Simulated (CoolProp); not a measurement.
The numbers come from the reference Helmholtz-energy equation of state, Thol 2015 in CoolProp.

### Question
For octamethylcyclotetrasiloxane (D4), give the phase and the density (kg/m³), Joule-Thomson coefficient (K/MPa), isothermal compressibility (1/MPa), expansivity (1/kK) at 299.15 °C and 2.02 bar.

### Answer
- 299.15 °C and 2.02 bar: gas; density 13.4, Joule-Thomson coefficient 9.90, isothermal compressibility 5.28, expansivity 2.20
